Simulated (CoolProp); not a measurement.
A simple Rankine cycle with water: condensing at 311.15 K, boiler at 2.85 MPa, turbine inlet 506.2 K, turbine efficiency 0.6, pump efficiency 0.8, no recuperator. Each further row changes one setting.

Model: reference Helmholtz-energy equation of state, Wagner 2002, in CoolProp.

```tsv
case	thermal efficiency (%)	net work (kJ/kg)	heat in (kJ/kg)	turbine exit temperature (K)	volume ratio over the turbine
as stated	19.9	528	2650	311.2	268
turbine inlet 526.2 K	20.0	543	2710	311.2	257
condensing temperature 303.15 K	20.7	555	2680	303.1	407
boiler pressure 1.99 MPa	19.0	513	2700	311.2	183
turbine efficiency 0.5	16.6	439	2650	311.2	280
```

The expansion ends wet for: as stated; turbine inlet 526.2 K; condensing temperature 303.15 K; boiler pressure 1.99 MPa; turbine efficiency 0.5.
